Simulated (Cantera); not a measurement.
Standard-state values (1 bar) from the NASA 1993 polynomials, evaluated with Cantera. Values are per mole of reaction as written; species without (g) are pure solids or liquids, kept so even where they would boil at 1 bar.

Task: Between 625 and 1525 K, where is each reaction favourable under standard conditions?
- 7 H2O2(g) + 4 Cr2N = 2 N2O(g) + 4 Cr2O3 + 7 H2(g)

Result: 
- 7 H2O2(g) + 4 Cr2N = 2 N2O(g) + 4 Cr2O3 + 7 H2(g): ΔG° is -2798 kJ at 625 K and -2702 kJ at 1525 K; it stays negative (K > 1). ΔH° is -2860 kJ and ΔS° -104 J/K at 1525 K.
